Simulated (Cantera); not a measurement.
An adiabatic, constant-pressure homogeneous reactor starts with CH4 : O2 : N2 = 1 : 1.18 : 4.42 (molar parts), equivalence ratio 1.7, at 1248 K and 5.13 atm. Integrator tolerance rtol = 1e-08.

Model: GRI-Mech 3.0 (53 species, 325 reactions), integrated in Cantera.

Problem. What does this change do: 0.26 parts H2 added?

Solution. 
```csv
quantity,before,after
time of steepest temperature rise,6.96 ms,1.17 ms
temperature at 2.00 s,2508 K,2472 K
equilibrium temperature,2508 K,2472 K
x(CH4) at 2.00 s,7.77e-11 (gas-phase equilibrium 8.76e-11),1.71e-10 (gas-phase equilibrium 1.94e-10)
x(O2) at 2.00 s,1.50e-5 (gas-phase equilibrium 1.50e-5),6.84e-6 (gas-phase equilibrium 6.84e-6)
x(NO) at 2.00 s,0.000172 (gas-phase equilibrium 0.000172),0.000107 (gas-phase equilibrium 0.000107)
x(O) at 2.00 s,2.57e-5 (gas-phase equilibrium 2.57e-5),1.46e-5 (gas-phase equilibrium 1.46e-5)
x(N2O) at 2.00 s,1.89e-8 (gas-phase equilibrium 1.89e-8),1.16e-8 (gas-phase equilibrium 1.16e-8)
x(H2) at 2.00 s,0.110 (gas-phase equilibrium 0.110),0.136 (gas-phase equilibrium 0.136)
x(C2H2) at 2.00 s,<1e-12 (gas-phase equilibrium <1e-12),<1e-12 (gas-phase equilibrium <1e-12)
```
